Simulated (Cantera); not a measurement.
A freely propagating, adiabatic, planar premixed flame of 21.8 % CO, 5.88 % H2, 15.2 % O2, 57.1 % N2, equivalence ratio 0.91, unburnt at 525 K and 760 Torr; mixture-averaged transport, grid criteria slope 0.08 and curve 0.16, no radiation.

Detailed kinetics in Cantera: GRI-Mech 3.0 (53 species, 325 reactions). Burning velocities carry a grid error of a few per cent, more on coarse grids.

x: mole fraction of selected species; z is measured from the peak of heat release.

```
z (mm)  T (K)  u (m/s)        x CO        x H2        x O2         x O        x NO     x CO2
------  -----  -------  ----------  ----------  ----------  ----------  ----------  --------
-2.00     525     1.68       0.218      0.0588       0.152       <1e-8       <1e-8     <1e-8
-1.33     525     1.68       0.218      0.0588       0.152       <1e-8       <1e-8     <1e-8
-0.999    525     1.68       0.218      0.0586       0.152       <1e-8       <1e-8   1.02e-8
-0.666    525     1.68       0.218      0.0580       0.152       <1e-8       <1e-8   2.50e-7
-0.333    535     1.70       0.219      0.0528       0.153     6.74e-7       <1e-8  0.000111
-0.166    715     2.24       0.214      0.0401       0.148    0.000113     8.28e-8   0.00668
0        1168     3.60       0.182      0.0175       0.119     0.00444     1.61e-6    0.0405
0.166    1494     4.51       0.134     0.00587      0.0813      0.0130     7.72e-6    0.0940
0.333    1674     4.97       0.102     0.00504      0.0639      0.0152     1.61e-5     0.131
0.666    1857     5.43      0.0798     0.00517      0.0532      0.0133     3.04e-5     0.158
1.33     2018     5.83  (withheld)  (withheld)  (withheld)  (withheld)  (withheld)     0.171
2.66     2156     6.17  (withheld)  (withheld)  (withheld)  (withheld)  (withheld)     0.183
5.33     2271     6.45      0.0485     0.00255      0.0383     0.00400    0.000161     0.197
```

Task: Fill in the missing entries.

Result: 
- 1.33, x CO: 0.0698
- 1.33, x H2: 0.00437
- 1.33, x O2: 0.0481
- 1.33, x O: 0.00949
- 1.33, x NO: 4.98e-5
- 2.66, x CO: 0.0594
- 2.66, x H2: 0.00340
- 2.66, x O2: 0.0433
- 2.66, x O: 0.00626
- 2.66, x NO: 8.37e-5
